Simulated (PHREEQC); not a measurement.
1 kg of water holding 0.014 mol/kgw K2CO3 and 0.59 mol/kgw KCl is evaporated at 75 °C; the solids stay in contact with the brine. The system is closed to CO2. Only these solids could form: Kalicinite, Sylvite.

The numbers come from PHREEQC with the Pitzer model, pitzer.dat.

```
water left (kg)  ionic strength  water activity  Sylvite (mol)  C in solution (mol/kgw)  K in solution (mol/kgw)  Cl in solution (mol/kgw)
---------------  --------------  --------------  -------------  -----------------------  -----------------------  ------------------------
1                         0.629           0.980              0                   0.0140                    0.618                     0.590
0.8219                    0.766           0.976              0                   0.0170                    0.752                     0.718
0.6755                    0.932           0.971              0                   0.0207                    0.915                     0.873
0.4563                     1.38           0.957              0                   0.0307                     1.35                      1.29
0.3751                     1.68           0.948              0                   0.0373                     1.65                      1.57
0.3083                     2.05           0.936              0                   0.0454                     2.00                      1.91
0.2534                     2.49           0.922              0                   0.0553                     2.44                      2.33
0.2083                     3.03           0.904              0                   0.0672                     2.97                      2.83
0.1712                     3.69           0.882              0                   0.0818                     3.61                      3.45
0.1157                     5.46           0.822              0                    0.121                     5.34                      5.10
0.09506                    6.64           0.782              0                    0.147                     6.50                      6.21
0.07813                    6.88           0.775         0.0935                    0.179                     6.71                      6.35
0.06422                    6.94           0.774          0.186                    0.218                     6.73                      6.30
0.0528                     7.01           0.773            ___                    0.265                     6.76                      6.23
0.0434                     7.10           0.772          0.323                    0.323                     6.79                      6.14
0.02935                    7.33             ___          0.416                    0.477                     6.87                      5.91
0.02412                    7.49           0.767          0.451                    0.580                     6.93                      5.76
0.01984                    7.69           0.764          0.479                    0.706                     7.00                      5.58
0.01632                    7.93           0.760          0.502                    0.858                     7.08                      5.37
0.01342                    8.22           0.756          0.521                     1.04                     7.20                      5.11
0.01104                    8.59             ___          0.537                     1.27                     7.34                      4.81
0.007479                   9.61           0.729          0.560                     1.87                     7.77                      4.02
0.006146                    ___           0.712          0.568                     2.28                     8.09                      3.53
0.005065                   11.2           0.689          0.575                     2.76                     8.52                      2.99
```

What belongs in the gaps?


- 0.0528, Sylvite (mol): 0.261
- 0.02935, water activity: 0.769
- 0.01104, water activity: 0.749
- 0.006146, ionic strength: 10.3

Complexes and solids missing from the database can't appear. Away from 25 °C the constants follow the database's enthalpies or fits; those with neither stay at their 25 °C values.
